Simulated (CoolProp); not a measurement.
Model: reference Helmholtz-energy equation of state, Lemmon 2016, in CoolProp.

Q: For R365MFC, give the phase and the Z, cp (kJ/(kg K)), expansivity (1/kK), fugacity coefficient at 406.7 K and 27.3 bar; 446.8 K and 27.3 bar.

A: 
- 406.7 K and 27.3 bar: liquid; Z 0.121, cp 1.68, expansivity 3.61, fugacity coefficient 0.384
- 446.8 K and 27.3 bar: liquid; Z 0.141, cp 2.44, expansivity 13.8, fugacity coefficient 0.663
